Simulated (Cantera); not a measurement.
Feed: 1 mol Pb, 0.36 mol H₂S, 1.9 mol H₂, at 2180 Torr.

Method: chemical equilibrium by Gibbs-energy minimisation in Cantera with the NASA 1993 tables (ideal gas, pure condensed phases). Candidate condensed phases: Pb, PbS, S; 10 gas species. Mutual solubility and eutectic melting of coexisting phases are not modelled. Gases not in the tables: S₃ to S₇. Equilibrium is a limit: real reactors are often held back by kinetics, nucleation or transport.

Q: Which condensed phases are stable at each of these points (T (K)): 1025, 1075, 1125, 1175, 1225, 1275, 1325, 1375, 1425, 1475, 1525, 1575, 1625, 1675?

A: 
```json
[
 {"T (K)": "1025", "condensed phases": "Pb(l) + PbS(s)", "Pb condensed (%)": "100.0"},
 {"T (K)": "1075", "condensed phases": "Pb(l) + PbS(s)", "Pb condensed (%)": "100.0"},
 {"T (K)": "1125", "condensed phases": "Pb(l) + PbS(s)", "Pb condensed (%)": "99.9"},
 {"T (K)": "1175", "condensed phases": "Pb(l) + PbS(s)", "Pb condensed (%)": "99.6"},
 {"T (K)": "1225", "condensed phases": "Pb(l) + PbS(s)", "Pb condensed (%)": "99.1"},
 {"T (K)": "1275", "condensed phases": "Pb(l) + PbS(s)", "Pb condensed (%)": "98.0"},
 {"T (K)": "1325", "condensed phases": "Pb(l) + PbS(s)", "Pb condensed (%)": "95.6"},
 {"T (K)": "1375", "condensed phases": "Pb(l)", "Pb condensed (%)": "92.7"},
 {"T (K)": "1425", "condensed phases": "Pb(l)", "Pb condensed (%)": "89.5"},
 {"T (K)": "1475", "condensed phases": "Pb(l)", "Pb condensed (%)": "85.8"},
 {"T (K)": "1525", "condensed phases": "Pb(l)", "Pb condensed (%)": "81.6"},
 {"T (K)": "1575", "condensed phases": "Pb(l)", "Pb condensed (%)": "76.8"},
 {"T (K)": "1625", "condensed phases": "Pb(l)", "Pb condensed (%)": "71.5"},
 {"T (K)": "1675", "condensed phases": "Pb(l)", "Pb condensed (%)": "65.5"}
]
```

From 1025 K to 1325 K the condensed part is Pb(l) + PbS(s). From 1375 K to 1675 K the condensed part is Pb(l).
